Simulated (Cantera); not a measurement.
What does this Cantera script print?

```python
import numpy as np
import cantera as ct

gas_names = """
    B BN B2 N N2
""".split()
cond_names = """
    B(b) B(L) BN(s)
""".split()


# ... load() reads the species with a 1 bar reference pressure and builds the phases ...
atoms = {
    'BN': {'B': 1, 'N': 1},
    'N2': {'N': 2},
}
top_T = {'BN(s)': 3200}  # K; cautious upper limits of use, not melting points


# ... equilibrate(T, P, feed) seeds the gas with the atoms and calls Mixture.equilibrate('TP', solver="vcs", rtol=1e-11, max_steps=5000) ...
results = []
feed = {'BN': 1, 'N2': 0.02}  # mol
T = 2948.15  # K
P = 270  # Pa
mix = equilibrate(T, P, feed)
results.append((T, P, feed, dict(zip(mix.species_names, mix.species_moles))))
x = sorted(zip(gas.X, gas.species_names), reverse=True)
print(f"T = {T:g} K  P = {P:g} Pa  gas = {mix.phase_moles(0):.4g} mol")
print("   x: " + "  ".join(f"{s} {v:.3e}" for v, s in x if v > 1e-05))
print("   condensed (mol): " + ("  ".join(f"{mix.phase(i).name} {mix.phase_moles(i):.4g}"
      for i in range(1, mix.n_phases) if mix.phase_moles(i) > 1e-12) or "none"))
```

Result:

```
T = 2948.15 K  P = 270 Pa  gas = 1.517 mol
   x: B 6.548e-01  N2 3.408e-01  BN 4.014e-03  B2 2.915e-04  N 1.113e-04
   condensed (mol): none
```

These are equilibrium values from Cantera (NASA tables, ideal gas, pure condensed phases), not measurements of a reactor.
